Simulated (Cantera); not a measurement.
A perfectly stirred reactor is fed with H2 : O2 : N2 = 1 : 0.694 : 2.61 (molar parts), at 1.01 bar; it is adiabatic with a 300 K inlet, and is followed from long to short residence time, starting on the burning branch (τ in s: 0.43, 0.16, 0.061, 0.023, 0.0088, 0.0033, 0.0013, 0.00048, 0.00018, 6.9e-05, 2.6e-05).

Computed with Cantera and the H2/O2 subset of GRI-Mech 3.0, which has no nitrogen chemistry.

Q: What does this change do: pressure from 1.01 bar to 0.340 bar?

A: 
```json
[
 {"quantity": "blow-out, bracketed by the residence times tried", "before": "burning at 26.0 µs, the shortest tried", "after": "burning at 0.180 ms, out at 69.0 µs"},
 {"quantity": "x(H2) at τ = 0.430 s", "before": "0.000563", "after": "0.00117"},
 {"quantity": "x(O2) at τ = 0.430 s", "before": "0.0503", "after": "0.0501"},
 {"quantity": "x(H) at τ = 0.430 s", "before": "6.16e-5", "after": "0.000186"},
 {"quantity": "x(OH) at τ = 0.430 s", "before": "0.00315", "after": "0.00446"},
 {"quantity": "x(HO2) at τ = 0.430 s", "before": "2.01e-6", "after": "1.50e-6"},
 {"quantity": "x(H2) at τ = 3.30 ms", "before": "0.00442", "after": "0.0127"},
 {"quantity": "x(O2) at τ = 3.30 ms", "before": "0.0503", "after": "0.0526"},
 {"quantity": "x(H) at τ = 3.30 ms", "before": "0.00137", "after": "0.00856"},
 {"quantity": "x(OH) at τ = 3.30 ms", "before": "0.00788", "after": "0.0115"},
 {"quantity": "x(HO2) at τ = 3.30 ms", "before": "7.23e-6", "after": "7.19e-6"}
]
```

Q: What does this change do: inlet temperature 300 to 500 K?

A: 
```csv
quantity,before,after
"blow-out, bracketed by the residence times tried","burning at 26.0 µs, the shortest tried","burning at 26.0 µs, the shortest tried"
x(H2) at τ = 0.430 s,0.000563,0.00136
x(O2) at τ = 0.430 s,0.0503,0.0499
x(H) at τ = 0.430 s,6.16e-5,0.000214
x(OH) at τ = 0.430 s,0.00315,0.00565
x(HO2) at τ = 0.430 s,2.01e-6,3.25e-6
x(H2) at τ = 3.30 ms,0.00442,0.00517
x(O2) at τ = 3.30 ms,0.0503,0.0499
x(H) at τ = 3.30 ms,0.00137,0.00162
x(OH) at τ = 3.30 ms,0.00788,0.0101
x(HO2) at τ = 3.30 ms,7.23e-6,5.73e-6
```
